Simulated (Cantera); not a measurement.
Feed: 1 mol TiO₂, 9.1 mol H₂, held at 1652 °C and 1.50 bar.

These are equilibrium values from Cantera (NASA tables, ideal gas, pure condensed phases), not measurements of a reactor. Candidate condensed phases: H₂O, Ti, TiO, TiO₂, Ti₂O₃, Ti₃O₅, Ti₄O₇; 12 gas species. Rates play no part.

Base state: H₂ 0.963, H₂O 0.0366, H 0.000766 (mole fractions); condensed: Ti₃O₅(s).

Task: What changes in the equilibrium state with this change: temperature from 1652 °C to 750 °C?

Result: 
```tsv
species	before	after
H₂	0.963	1.000
H₂O	0.0366	0.000106
H	0.000766	3.39e-9
Ti₃O₅(s), mol	0.333	0
TiO₂(rutile), mol	0	0.996
Ti₄O₇(s), mol	0	0.000966
```
Mutual solubility and eutectic melting of coexisting phases are not modelled. Condensed phases not in the tables: Magnéli phases beyond Ti₄O₇.

Task: What changes in the equilibrium state with this change: 0.21 mol O₂ added?

Result: 
```tsv
species	before	after
H₂	0.963	0.918
H₂O	0.0366	0.0808
H	0.000766	0.000748
Ti₃O₅(s), mol	0.333	0.261
Ti₄O₇(s), mol	0	0.0545
```
Mutual solubility and eutectic melting of coexisting phases are not modelled. Condensed phases not in the tables: Magnéli phases beyond Ti₄O₇.

Task: What changes in the equilibrium state with this change: temperature from 1652 °C to 1925 °C?

Result: 
| species | before | after |
|---|---|---|
| H₂ | 0.963 | 0.959 |
| H₂O | 0.0366 | 0.0365 |
| H | 0.000766 | 0.00445 |
| OH | 2.52e-6 | 2.36e-5 |
| Ti₃O₅(s), mol | 0.333 | 0 |
| Ti₃O₅(l), mol | 0 | 0.333 |
